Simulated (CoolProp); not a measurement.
Saturation properties of R124.

Model: reference Helmholtz-energy equation of state, de Vries 1995, in CoolProp.

```
T (°C)  p (bar)  vapour density (kg/m³)  liquid cp (kJ/(kg K))
------  -------  ----------------------  ---------------------
-58.95  0.08361                  0.6453                 0.9961
-53.25        ?                  0.9132                  1.003
-47.55   0.1718                   1.265                  1.010
-41.95   0.2372                   1.710                  1.018
-36.25   0.3233                   2.284                  1.025
-30.55   0.4332                   3.002                      ?
-24.85   0.5712                       ?                  1.042
-19.15        ?                   4.969                  1.051
-13.55   0.9476                   6.249                  1.060
-7.85     1.200                   7.804                  1.069
-2.15     1.502                       ?                  1.079
3.55          ?                       ?                  1.089
```

Complete the blanks.


- -53.25, p (bar): 0.1212
- -30.55, liquid cp (kJ/(kg K)): 1.034
- -24.85, vapour density (kg/m³): 3.888
- -19.15, p (bar): 0.7423
- -2.15, vapour density (kg/m³): 9.646
- 3.55, p (bar): 1.860
- 3.55, vapour density (kg/m³): 11.81

It boils at -12.0 °C under 1 atm.
